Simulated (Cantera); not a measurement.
**Equilibrium for calcination and drying: MgCO3 + CO2 + O2**

Charge: 1 mol MgCO3, 1.1 mol CO2, 0.41 mol O2, equilibrated at 110000 Pa.

Equilibrium computed with Cantera from the NASA thermochemical tables; the gas is ideal and each condensed phase is pure. Candidate condensed phases: C, Mg, MgCO3, MgO; 15 gas species. The numbers say what is thermodynamically allowed, not how fast it happens.

From 1000 K to 2200 K the condensed part is MgO(s).

```
T (K)  log p CO2  log p O2  log p CO  log p O  log p MgO  log p Mg  log p O3  n MgO(s)
-----  ---------  --------  --------  -------  ---------  --------  --------  --------
1000       -0.04     -0.75     -9.88   -10.18       <-11      <-11      <-11      1.00
1100       -0.04     -0.75     -8.54    -8.98       <-11      <-11    -11.44      1.00
1200       -0.04     -0.75     -7.42    -7.97       <-11      <-11    -10.88      1.00
1300       -0.04     -0.75     -6.48    -7.13       <-11      <-11    -10.40      1.00
1400       -0.04     -0.75     -5.67    -6.40       <-11      <-11     -9.98      1.00
1500       -0.04     -0.75     -4.97    -5.76       <-11      <-11     -9.62      1.00
1600       -0.04     -0.75     -4.36    -5.21       <-11      <-11     -9.31      1.00
1700       -0.04     -0.75     -3.83    -4.72     -10.71    -11.35     -9.03      1.00
1800       -0.04     -0.75     -3.35    -4.29      -9.59    -10.10     -8.78      1.00
1900       -0.04     -0.74     -2.93    -3.90      -8.58     -8.99     -8.56      1.00
2000       -0.04     -0.74     -2.55    -3.55      -7.69     -7.99     -8.35      1.00
2100       -0.04     -0.74     -2.20    -3.23      -6.87     -7.09     -8.16      1.00
2200       -0.04     -0.73     -1.90    -2.94      -6.13     -6.27     -7.98     1.000
```
log p: log10 of the partial pressure in bar; n: condensed amount in mol.
